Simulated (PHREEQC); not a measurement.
Synthetic water in mmol/kgw, 20 °C, pH 6.71, pe 11.3:

```
constituent           mmol/kgw
--------------------  --------
Na                       0.057
K                     0.000252
Ca                      0.0215
Mg                     0.00259
Cl                        0.01
S(6)                     0.033
Alkalinity (meq/kgw)    0.0296
N(5)                  1.89e-05
Br                    0.000267
Zn                    0.000639
```

Valence states are taken as typed.

Model: ion-association model, wateq4f.dat, run in PHREEQC.

Each row changes one thing in this solution. This is a speciation only: nothing precipitates in the calculation.

```csv
case,HCO3- (mol/kgw),CO2 (mol/kgw),CaSO4 (mol/kgw),MgSO4 (mol/kgw),NaSO4- (mol/kgw),CaHCO3+ (mol/kgw),SI of Zincite(c) (ZnO)
as made,2.97e-5,1.38e-5,1.19e-7,1.55e-8,8.57e-9,7.02e-9,-4.22
all concentrations times 2 at the same typed pH,5.93e-5,2.73e-5,___,___,3.33e-8,2.72e-8,-3.93
pH from 6.71 to 6.41 at the same alkalinity,___,2.77e-5,1.19e-7,1.55e-8,8.57e-9,7.08e-9,-4.82
temperature from 20 to 75 °C at the same typed pH,2.87e-5,1.18e-5,___,5.15e-8,1.15e-8,1.05e-8,-1.71
Ca from 0.0215 to 0.043 mmol/kgw,2.97e-5,1.37e-5,2.34e-7,1.52e-8,8.48e-9,1.39e-8,-4.22
pH from 6.71 to 7.01 at the same alkalinity,2.96e-5,6.86e-6,1.19e-7,1.55e-8,8.57e-9,6.99e-9,-3.62
```

Complete the blanks.


- all concentrations times 2 at the same typed pH, CaSO4 (mol/kgw): 4.50e-7
- all concentrations times 2 at the same typed pH, MgSO4 (mol/kgw): 5.85e-8
- pH from 6.71 to 6.41 at the same alkalinity, HCO3- (mol/kgw): 3.00e-5
- temperature from 20 to 75 °C at the same typed pH, CaSO4 (mol/kgw): 1.82e-7

Complexes and solids missing from the database can't appear. Constants without temperature data keep their 25 °C values here.
